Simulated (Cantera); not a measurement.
A closed system holds: 1 mol Si, 1.2 mol H2O, 910 mol H2, equilibrated at 2050 K and 0.133 bar.

These are equilibrium values from Cantera (NASA tables, ideal gas, pure condensed phases), not measurements of a reactor. Candidate condensed phases: H2O, Si, SiO2; 18 gas species. Rates play no part.

Base state: H2 0.992, H 0.00619, SiO 0.00109, H2O 0.000219 (mole fractions); condensed: gas only.

Task: What changes in the equilibrium state with this change: Si replaced by Si3N4?

Result: 
```
species       before     after
----------  --------  --------
H2             0.992     0.989
H            0.00619   0.00618
N2                 0   0.00218
Si           2.33e-7  0.000580
SiO          0.00109   0.00131
SiH          5.13e-8  0.000127
SiH2         5.59e-8  0.000139
H2O         0.000219   1.05e-7
Si(l), mol         0     1.000
```
Gases not in the tables: Si2H6 and higher silanes. Further candidate phases: Si2N2O, Si3N4.
